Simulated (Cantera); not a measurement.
A closed system holds: 1 mol SiH2Cl2, 0.11 mol NH3.

Points: T (K) = 873, 973, 1073, 1173, 1273, 1373, 1473, 1573, 1673, 1773, 1873, 1973; P (Pa) = 5, 21, 85, 350, 1400, 5900, 24000, 100000.

Cantera's Mixture.equilibrate('TP', solver="vcs", rtol=1e-11, max_steps=5000) on the NASA tables stopped like this:

```
ERROR: FAILURE its = 5001!

*******************************************************************************
CanteraError thrown by MultiPhase::equilibrate:
VCS solver failed. Return code: -1
*******************************************************************************
```

What got this run through?

Several could match; the one computed here: The failure is numerical, not chemical. The same input converged with solver="gibbs", rtol=1e-10, max_steps=50000, and the result passed a check of the equilibrium conditions:
```
    873          5  Si(cr) + Si3N4(a)
    973          5  Si(cr) + Si3N4(a)
   1073          5  Si(cr) + Si3N4(a)
   1173          5  Si(cr) + Si3N4(a)
   1273          5  Si(cr) + Si3N4(a)
   1373          5  Si(cr)
   1473          5  Si(cr)
   1573          5  Si(cr)
   1673          5  Si(cr)
   1773          5  Si(L)
   1873          5  gas only
   1973          5  gas only
    873         21  Si(cr) + Si3N4(a)
    973         21  Si(cr) + Si3N4(a)
   1073         21  Si(cr) + Si3N4(a)
   1173         21  Si(cr) + Si3N4(a)
   1273         21  Si(cr) + Si3N4(a)
   1373         21  Si(cr) + Si3N4(a)
   1473         21  Si(cr)
   1573         21  Si(cr)
   1673         21  Si(cr)
   1773         21  Si(L)
   1873         21  Si(L)
   1973         21  gas only
    873         85  Si(cr) + Si3N4(a)
    973         85  Si(cr) + Si3N4(a)
   1073         85  Si(cr) + Si3N4(a)
   1173         85  Si(cr) + Si3N4(a)
   1273         85  Si(cr) + Si3N4(a)
   1373         85  Si(cr) + Si3N4(a)
   1473         85  Si(cr)
   1573         85  Si(cr)
   1673         85  Si(cr)
   1773         85  Si(L)
   1873         85  Si(L)
   1973         85  Si(L)
    873        350  Si(cr) + Si3N4(a)
    973        350  Si(cr) + Si3N4(a)
   1073        350  Si(cr) + Si3N4(a)
   1173        350  Si(cr) + Si3N4(a)
   1273        350  Si(cr) + Si3N4(a)
   1373        350  Si(cr) + Si3N4(a)
   1473        350  Si(cr) + Si3N4(a)
   1573        350  Si(cr)
   1673        350  Si(cr)
   1773        350  Si(L)
   1873        350  Si(L)
   1973        350  Si(L)
    873       1400  Si(cr) + Si3N4(a)
    973       1400  Si(cr) + Si3N4(a)
   1073       1400  Si(cr) + Si3N4(a)
   1173       1400  Si(cr) + Si3N4(a)
   1273       1400  Si(cr) + Si3N4(a)
   1373       1400  Si(cr) + Si3N4(a)
   1473       1400  Si(cr) + Si3N4(a)
   1573       1400  Si(cr) + Si3N4(a)
   1673       1400  Si(cr)
   1773       1400  Si(L)
   1873       1400  Si(L)
   1973       1400  Si(L)
    873       5900  Si(cr) + Si3N4(a)
    973       5900  Si(cr) + Si3N4(a)
   1073       5900  Si(cr) + Si3N4(a)
   1173       5900  Si(cr) + Si3N4(a)
   1273       5900  Si(cr) + Si3N4(a)
   1373       5900  Si(cr) + Si3N4(a)
   1473       5900  Si(cr) + Si3N4(a)
   1573       5900  Si(cr) + Si3N4(a)
   1673       5900  Si(cr) + Si3N4(a)
   1773       5900  Si(L)
   1873       5900  Si(L)
   1973       5900  Si(L)
    873    2.4e+04  Si(cr) + Si3N4(a)
    973    2.4e+04  Si(cr) + Si3N4(a)
   1073    2.4e+04  Si(cr) + Si3N4(a)
   1173    2.4e+04  Si(cr) + Si3N4(a)
   1273    2.4e+04  Si(cr) + Si3N4(a)
   1373    2.4e+04  Si(cr) + Si3N4(a)
   1473    2.4e+04  Si(cr) + Si3N4(a)
   1573    2.4e+04  Si(cr) + Si3N4(a)
   1673    2.4e+04  Si(cr) + Si3N4(a)
   1773    2.4e+04  Si(L) + Si3N4(a)
   1873    2.4e+04  Si(L)
   1973    2.4e+04  Si(L)
    873      1e+05  Si(cr) + Si3N4(a)
    973      1e+05  Si(cr) + Si3N4(a)
   1073      1e+05  Si(cr) + Si3N4(a)
   1173      1e+05  Si(cr) + Si3N4(a)
   1273      1e+05  Si(cr) + Si3N4(a)
   1373      1e+05  Si(cr) + Si3N4(a)
   1473      1e+05  Si(cr) + Si3N4(a)
   1573      1e+05  Si(cr) + Si3N4(a)
   1673      1e+05  Si(cr) + Si3N4(a)
   1773      1e+05  Si(L) + Si3N4(a)
   1873      1e+05  Si(L)
   1973      1e+05  Si(L)
```

The gas is ideal and each condensed phase is pure. Mutual solubility and eutectic melting of coexisting phases are not modelled. The tables' values for SiCl3 are old estimates.
